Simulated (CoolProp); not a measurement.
The fluid at 298.15 K and 0.0216 MPa is compressed adiabatically to 0.103 MPa with isentropic efficiency 0.85. The same conditions are run with several fluids, on thermodynamics alone (safety and materials aside).

Computed with CoolProp (reference Helmholtz-energy equation of state of each fluid (the fluoroketone C6F12O (FK-5-1-12): McLinden 2015; R124: de Vries 1995; R1224YDZ: Akasaka 2023; neopentane: Lemmon 2006; cyclopropane: Polt 1992)). The equations of Platzer and Polt are older, rougher fits.

Question: Rank the fluoroketone C6F12O (FK-5-1-12), R124, R1224YDZ, neopentane, cyclopropane by work (kJ/kg), highest first.

Answer: cyclopropane (120), neopentane (65.6), R124 (35.3), R1224YDZ (32.0), the fluoroketone C6F12O (FK-5-1-12) (14.1)

```
fluid                                final temperature (K)                       final phase  final density (kg/m³)
-----------------------------------  ---------------------  --------------------------------  ---------------------
the fluoroketone C6F12O (FK-5-1-12)                  322.7  two-phase, vapour fraction 0.935                   13.9
R124                                                 345.7                               gas                   4.97
R1224YDZ                                             340.0                               gas                   5.55
neopentane                                           336.4                               gas                   2.72
cyclopropane                                         377.8                               gas                   1.39
```
